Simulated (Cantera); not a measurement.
Feed: 1 mol Cu2O, 6.6 mol C, 1.9 mol N2, at 2375 K and 0.810 bar.

These are equilibrium values from Cantera (NASA tables, ideal gas, pure condensed phases), not measurements of a reactor. Candidate condensed phases: C, Cu, CuO, Cu2O; 27 gas species. Rates play no part.

Base state: N2 0.590, CO 0.311, Cu 0.0983, Cu2 0.00116, CN 2.95e-5, C2N2 2.08e-5 (mole fractions); condensed: C(graphite) + Cu(l).

**Question.** What changes in the equilibrium state with this change: temperature from 2375 K to 2250 K?

**Answer.** 
| species | before | after |
|---|---|---|
| N2 | 0.590 | 0.628 |
| CO | 0.311 | 0.330 |
| Cu | 0.0983 | 0.0416 |
| CN | 2.95e-5 | 9.00e-6 |
| Cu2 | 0.00116 | 0.000362 |
| C2N2 | 2.08e-5 | 9.20e-6 |
| C(graphite), mol | 5.60 | 5.60 |
| Cu(l), mol | 1.68 | 1.87 |
